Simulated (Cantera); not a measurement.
A perfectly stirred reactor is fed with H2 : O2 : N2 = 0.064 : 1 : 0.34 (molar parts), at 0.0132 atm; it is held at 1225 K, and followed from long to short residence time.

Detailed kinetics in Cantera: the H2/O2 subset of GRI-Mech 3.0, which has no nitrogen chemistry. Radical loss at walls, strong at low pressure, is not modelled. The temperature is held fixed by assumption; the heat of reaction is taken as removed at once.

### Question
What does this change do: 0.11 parts H2O added?

### Answer
```tsv
quantity	before	after
x(H2) at τ = 1.50 s	0.000144	0.000181
x(O2) at τ = 1.50 s	0.703	0.652
x(OH) at τ = 1.50 s	0.00105	0.00119
x(H2O2) at τ = 1.50 s	5.41e-8	9.84e-8
x(HO2) at τ = 1.50 s	1.14e-6	1.57e-6
x(H2) at τ = 19.0 ms	0.00164	0.00220
x(O2) at τ = 19.0 ms	0.685	0.639
x(OH) at τ = 19.0 ms	0.00330	0.00396
x(H2O2) at τ = 19.0 ms	9.06e-8	1.91e-7
x(HO2) at τ = 19.0 ms	2.58e-6	4.17e-6
```
